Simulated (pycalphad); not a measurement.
**Effect of V content in Ti-V-Si**

CALPHAD calculation (pycalphad, COST 507 light-alloy database (1999)), 1 atm. The data set is of 1999 and partly superseded. The system is extrapolated from its subsystems; higher-order compounds may be missing. Phase fractions are per mole of atoms. Kinetics are ignored, which matters at the lower temperatures.

Question: One of these alloys has its liquidus at 1656 °C, its solidus at 1628 °C, and holds HCP_A3 0.93, BCC_A2 0.07 at 677 °C. Which?
A) Ti-13.92V-0.24Si (at.%)
B) Ti-4.64V-0.24Si (at.%)
C) Ti-2.32V-0.24Si (at.%)
D) Ti-9.28V-0.24Si (at.%)
E) Ti-18.56V-0.24Si (at.%)

Answer: C, Ti-2.32V-0.24Si (at.%). The others: Ti-4.64V-0.24Si (at.%), liquidus 1648, solidus 1622; Ti-9.28V-0.24Si (at.%), liquidus 1636, solidus 1612; Ti-13.92V-0.24Si (at.%), liquidus 1625, solidus 1605; Ti-18.56V-0.24Si (at.%), liquidus 1616, solidus 1599

BCC_A2 is bcc; HCP_A3 is hcp.
